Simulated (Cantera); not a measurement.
**Aluminium nitride and oxide growth: AlCl3 + NH3 + H2**

A closed system holds: 1 mol AlCl3, 1.6 mol NH3, a varied amount of H2, equilibrated at 1150 K and 0.0133 bar.

These are equilibrium values from Cantera (NASA tables, ideal gas, pure condensed phases), not measurements of a reactor. Candidate condensed phases: Al, AlCl3, AlN, NH4Cl; 20 gas species. The tables' values for AlCl2 are old estimates; treat these amounts as uncertain. The numbers say what is thermodynamically allowed, not how fast it happens.

| n(H2) (mol) | log p H2 | log p HCl | log p N2 | log p AlCl3 | log p AlCl2 | log p AlCl | log p H | n AlN(s) |
|---|---|---|---|---|---|---|---|---|
| 57 | -1.90 | -3.36 | -3.99 | -4.13 | -6.55 | -7.31 | -8.07 | 0.661 |
| 76 | -1.89 | -3.45 | -4.13 | -4.32 | -6.65 | -7.33 | -8.07 | 0.713 |
| 100 | -1.89 | -3.53 | -4.27 | -4.52 | -6.76 | -7.35 | -8.07 | 0.760 |
| 140 | -1.88 | -3.65 | -4.44 | -4.77 | -6.90 | -7.38 | -8.07 | 0.815 |
| 190 | -1.88 | -3.75 | -4.59 | -5.02 | -7.03 | -7.41 | -8.07 | 0.858 |
| 250 | -1.88 | -3.85 | -4.73 | -5.25 | -7.17 | -7.44 | -8.07 | 0.891 |
| 340 | -1.88 | -3.97 | -4.88 | -5.53 | -7.33 | -7.48 | -8.07 | 0.922 |
| 450 | -1.88 | -4.08 | -5.02 | -5.79 | -7.48 | -7.53 | -8.07 | 0.943 |
| 610 | -1.88 | -4.20 | -5.16 | -6.09 | -7.66 | -7.58 | -8.07 | 0.961 |
log p: log10 of the partial pressure in bar; n: condensed amount in mol.

From 57 mol H2 to 610 mol H2 the condensed part is AlN(s). The main Al-bearing gas is AlCl3 throughout. The share of Al in condensed phases is highest at 610 mol H2 (96.1 %) and lowest at 57 mol H2 (66.1 %).
